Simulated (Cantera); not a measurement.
**N2O furnace oxynitridation**

A perfectly stirred reactor is fed with N2O : H2O : N2 = 1 : 0.042 : 0.014 (molar parts), at 1330 Pa; it is held at 1400 K, and followed from long to short residence time.

Computed with Cantera and GRI-Mech 3.0 (53 species, 325 reactions). GRI-Mech 3.0 was tuned for natural gas; its chemistry of N2O as a main component is partial and can be far from experiment. Radical loss at walls, strong at low pressure, is not modelled. The temperature is held fixed by assumption; the heat of reaction is taken as removed at once.

```csv
τ (s),x N2O,x H2O,x HO2,x NO,x O2,x H,x H2O2
2.0,0.548,0.0343,1.27e-6,0.0441,0.113,1.01e-7,3.59e-9
1.0,0.693,0.0363,2.34e-6,0.0281,0.0716,8.94e-8,7.15e-9
0.53,0.792,0.0376,3.85e-6,0.0171,0.0435,8.34e-8,1.37e-8
0.28,0.858,0.0385,5.87e-6,0.00984,0.0249,7.99e-8,2.55e-8
0.14,0.900,0.0391,8.45e-6,0.00517,0.0130,7.72e-8,4.60e-8
0.074,0.921,0.0394,1.09e-5,0.00282,0.00699,7.42e-8,7.11e-8
0.039,0.933,0.0395,1.29e-5,0.00152,0.00370,6.92e-8,9.80e-8
0.020,0.940,0.0396,1.41e-5,0.000801,0.00188,6.11e-8,1.17e-7
0.010,0.943,0.0397,1.33e-5,0.000408,0.000916,4.93e-8,1.08e-7
0.0054,0.945,0.0397,1.03e-5,0.000221,0.000477,3.63e-8,6.97e-8
```
x: mole fraction; the columns are a selection and need not sum to one.
